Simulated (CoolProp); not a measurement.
Ethylene along the isotherm 238.8 K: Z from the reference equation and from simpler models built on Tc = 282.4 K, pc = 5042 kPa, ω = 0.087; each cubic takes its own stable root.

Values from CoolProp's reference Helmholtz-energy equation of state, Smukala 2000.

```json
[
 {"p (kPa)": "5040", "phase": "liquid", "reference": "0.1545", "Redlich-Kwong": "0.1674", "Soave-Redlich-Kwong": "0.1656", "Peng-Robinson": "0.1466"},
 {"p (kPa)": "10100", "phase": "liquid", "reference": "0.3005", "Redlich-Kwong": "0.3191", "Soave-Redlich-Kwong": "0.3165", "Peng-Robinson": "0.2811"},
 {"p (kPa)": "15100", "phase": "liquid", "reference": "0.4389", "Redlich-Kwong": "0.4604", "Soave-Redlich-Kwong": "0.4575", "Peng-Robinson": "0.4071"},
 {"p (kPa)": "20200", "phase": "liquid", "reference": "0.5759", "Redlich-Kwong": "0.5988", "Soave-Redlich-Kwong": "0.5956", "Peng-Robinson": "0.5308"},
 {"p (kPa)": "25200", "phase": "liquid", "reference": "0.7068", "Redlich-Kwong": "0.7304", "Soave-Redlich-Kwong": "0.7270", "Peng-Robinson": "0.6487"},
 {"p (kPa)": "30300", "phase": "liquid", "reference": "0.8375", "Redlich-Kwong": "0.8614", "Soave-Redlich-Kwong": "0.8578", "Peng-Robinson": "0.7662"},
 {"p (kPa)": "35300", "phase": "liquid", "reference": "0.9633", "Redlich-Kwong": "0.9872", "Soave-Redlich-Kwong": "0.9836", "Peng-Robinson": "0.8793"},
 {"p (kPa)": "40300", "phase": "liquid", "reference": "1.087", "Redlich-Kwong": "1.111", "Soave-Redlich-Kwong": "1.107", "Peng-Robinson": "0.9906"},
 {"p (kPa)": "45400", "phase": "liquid", "reference": "1.211", "Redlich-Kwong": "1.235", "Soave-Redlich-Kwong": "1.232", "Peng-Robinson": "1.103"},
 {"p (kPa)": "50400", "phase": "liquid", "reference": "1.332", "Redlich-Kwong": "1.356", "Soave-Redlich-Kwong": "1.352", "Peng-Robinson": "1.211"}
]
```
